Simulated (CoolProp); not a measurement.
A single-stage vapour-compression cycle with R115: evaporating at 306.15 K (dew point), condensing at 332.15 K (bubble point), superheat 10 K, subcooling 8 K, compressor efficiency 0.85, no pressure losses. Each further row changes one setting.

The numbers come from the reference Helmholtz-energy equation of state, Lemmon 2016 in CoolProp.

```
case                              cooling COP  pressure ratio  discharge temperature (K)  refrigerating effect (kJ/kg)  volumetric capacity (kJ/m³)
--------------------------------  -----------  --------------  -------------------------  ----------------------------  ---------------------------
as stated                                8.38            1.82                      340.5                          76.5                         6260
evaporating temperature 311.15 K         10.9            1.61                 (withheld)                          78.9                         7350
condensing temperature 327.15 K          10.9      (withheld)                      335.6                          82.6                   (withheld)
subcooling 13 K                          9.06            1.82                      340.5                    (withheld)                         6770
superheat 20 K                           8.65            1.82                      349.5                    (withheld)                         6540
compressor efficiency 0.75         (withheld)            1.82                      341.6                          76.5                         6260
```

Q: Some entries are withheld; supply them.

A: 
- evaporating temperature 311.15 K, discharge temperature (K): 340.9
- condensing temperature 327.15 K, pressure ratio: 1.63
- condensing temperature 327.15 K, volumetric capacity (kJ/m³): 6760
- subcooling 13 K, refrigerating effect (kJ/kg): 82.7
- superheat 20 K, refrigerating effect (kJ/kg): 85.1
- compressor efficiency 0.75, cooling COP: 7.39
